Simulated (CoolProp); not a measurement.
Vapour-liquid equilibrium of toluene (1) + n-octane (2) at 0.6 bar; x and y are mole fractions of (1).

Values from CoolProp's multi-fluid Helmholtz-energy mixture model, Lemmon 2006 and Beckmüller 2019; pair parameters Bell 2016.

```csv
x,bubble temperature (°C),y at the bubble point,dew temperature at overall composition x (°C),liquid density (mol/L)
0.05,106.2,0.093,106.9,5.610
0.15,103.5,0.250,?,5.844
0.25,101.2,0.377,103.5,?
0.35,99.4,0.483,101.7,6.356
0.45,97.8,0.574,99.9,6.638
0.55,96.5,0.655,?,6.941
0.65,95.4,0.730,96.6,7.267
0.75,94.6,0.803,95.2,7.621
0.85,93.9,0.877,94.1,8.005
0.95,93.3,0.957,93.4,8.424
```

**Question.** Fill in the missing entries.

**Answer.** 
- 0.15, dew temperature at overall composition x (°C): 105.2
- 0.25, liquid density (mol/L): 6.093
- 0.55, dew temperature at overall composition x (°C): 98.2

No azeotrope shows between x = 0.05 and 0.95.

Pair parameters are fitted to limited data, so mixtures are less certain than the pure fluids.
